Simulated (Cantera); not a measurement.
Charge: 1 mol MgCO₃, 0.12 mol H₂O, 0.084 mol CO₂, equilibrated at 400 °C and 1.80 mbar.

Cantera equilibrium calculation (NASA polynomials, part measured and part estimated; ideal gas, pure solids and liquids). Candidate condensed phases: C, C₆H₆, C₇H₈, C₈H₁₈, H₂O, Mg, MgCO₃, MgO, Mg(OH)₂; 116 gas species. Equilibrium is a limit: real reactors are often held back by kinetics, nucleation or transport.

Base state: CO₂ 0.900, H₂O 0.0997 (mole fractions); condensed: MgO(s).

### Question
What changes in the equilibrium state with this change: MgCO₃ replaced by Ca(OH)₂?

### Answer
```json
[
 {"species": "H₂O", "before": "0.0997", "after": "0.999"},
 {"species": "CO₂", "before": "0.900", "after": "0.00125"},
 {"species": "MgO(s), mol", "before": "1.00", "after": "0"},
 {"species": "CaCO₃(calcite), mol", "before": "0", "after": "0.0826"},
 {"species": "CaO(s), mol", "before": "0", "after": "0.917"}
]
```
Further candidate phases: Ca, CaCO₃, CaO, Ca(OH)₂.
